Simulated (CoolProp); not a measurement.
Properties of tetrahydrofuran along the isobar 4.15 bar.

Computed with CoolProp (reference Helmholtz-energy equation of state, Fiedler 2023).

| T (K) | phase | density (kg/m³) | cv (kJ/(kg K)) | speed of sound (m/s) | Joule-Thomson coefficient (K/MPa) | fugacity coefficient |
|---|---|---|---|---|---|---|
| 306 | liquid | 873.6 | 1.222 | 1242 | -0.3996 | 0.07291 |
| 311 | liquid | 868.1 | 1.239 | 1218 | -0.3905 | 0.08907 |
| 316 | liquid | 862.5 | 1.255 | 1194 | -0.3813 | 0.1080 |
| 321 | liquid | 856.8 | 1.272 | 1171 | -0.3718 | 0.1299 |
| 326 | liquid | 851.2 | 1.289 | 1147 | -0.3621 | 0.1552 |
| 331 | liquid | 845.4 | 1.306 | 1124 | -0.3522 | 0.1842 |
| 336 | liquid | 839.7 | 1.324 | 1101 | -0.3420 | 0.2173 |
| 341 | liquid | 833.9 | 1.341 | 1078 | -0.3316 | 0.2547 |
| 346 | liquid | 828.0 | 1.359 | 1055 | -0.3209 | 0.2968 |
| 351 | liquid | 822.1 | 1.377 | 1033 | -0.3098 | 0.3440 |
| 356 | liquid | 816.1 | 1.395 | 1010 | -0.2984 | 0.3967 |
| 361 | liquid | 810.1 | 1.412 | 988.0 | -0.2866 | 0.4550 |
| 366 | liquid | 804.0 | 1.430 | 965.7 | -0.2744 | 0.5194 |
| 370.9 | liquid | 797.9 | 1.448 | 944.0 | -0.2619 | 0.5888 |
